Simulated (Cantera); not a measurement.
Charge: 1 mol Si2H6, 4.6 mol CO2, 1.2 mol N2, at 35.0 Pa.

Method: chemical equilibrium by Gibbs-energy minimisation in Cantera with the NASA 1993 tables (ideal gas, pure condensed phases). Candidate condensed phases: C, C6H6, C7H8, C8H18, H2O, Si, SiC, SiO2, Si2N2O, Si3N4; 151 gas species. The feed counts by its element totals alone. The tables hold silica as quartz up to 1696 K and as liquid above; real silica turns to tridymite and cristobalite and melts near 1996 K. Rates play no part.

Question: At 1027 °C, list the 6 most abundant gas species with their mole fractions, and the condensed phases.

Answer: CO 0.490, H2 0.305, N2 0.136, H2O 0.0357, CO2 0.0325, H 3.27e-5. Condensed: SiO2(β-quartz).
